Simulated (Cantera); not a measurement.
Feed: 1 mol MgO, 1.4 mol H2S, 3.8 mol O2, equilibrated at 1900000 Pa.

These are equilibrium values from Cantera (NASA tables, ideal gas, pure condensed phases), not measurements of a reactor. Candidate condensed phases: H2O, H2SO4, Mg, MgO, Mg(OH)2, MgS, MgSO4, S; 26 gas species. Kinetics and transport are ignored.

Problem. Which condensed phases are stable at each of these points (T (K)): 650, 750, 850, 950, 1050, 1150, 1250, 1350, 1450, 1550, 1650?

Solution. 
| T (K) | condensed phases | Mg condensed (%) |
|---|---|---|
| 650 | H2SO4(l) + MgSO4(s) | 100.0 |
| 750 | MgSO4(s) | 100.0 |
| 850 | MgSO4(s) | 100.0 |
| 950 | MgSO4(s) | 100.0 |
| 1050 | MgSO4(s) | 100.0 |
| 1150 | MgSO4(s) | 100.0 |
| 1250 | MgSO4(s) | 100.0 |
| 1350 | MgSO4(s) | 100.0 |
| 1450 | MgSO4(l) | 100.0 |
| 1550 | MgO(s) | 100.0 |
| 1650 | MgO(s) | 100.0 |

At 650 K the condensed part is H2SO4(l) + MgSO4(s). From 750 K to 1350 K the condensed part is MgSO4(s). At 1450 K the condensed part is MgSO4(l). From 1550 K to 1650 K the condensed part is MgO(s).
